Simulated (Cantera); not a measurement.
Mixture: CH4 : O2 : N2 = 1 : 2.99 : 19.7 (molar parts), equivalence ratio 0.67, at 1.38 atm, adiabatic and at constant volume. Ignition delay is the time to a rise of 400 K.

Detailed kinetics in Cantera: GRI-Mech 3.0 (53 species, 325 reactions).

### Question
What does this change do: 1.4 parts H2O added?

### Answer
| quantity | before | after |
|---|---|---|
| delay at 1200 K | 45.9 ms | 51.0 ms |
| delay at 1400 K | 3.54 ms | 4.06 ms |
| delay at 1600 K | 0.471 ms | 0.503 ms |
| delay at 1800 K | 0.109 ms | 0.108 ms |
| delay at 2000 K | 37.0 µs | 35.4 µs |
| apparent activation energy between 1800 and 2000 K | 160 kJ/mol | 170 kJ/mol |

### Question
What does this change do: pressure from 1.38 atm to 0.444 atm?

### Answer
| quantity | before | after |
|---|---|---|
| delay at 1200 K | 45.9 ms | 0.117 s |
| delay at 1400 K | 3.54 ms | 8.18 ms |
| delay at 1600 K | 0.471 ms | 1.21 ms |
| delay at 1800 K | 0.109 ms | 0.311 ms |
| delay at 2000 K | 37.0 µs | 0.110 ms |
| apparent activation energy between 1800 and 2000 K | 160 kJ/mol | 160 kJ/mol |
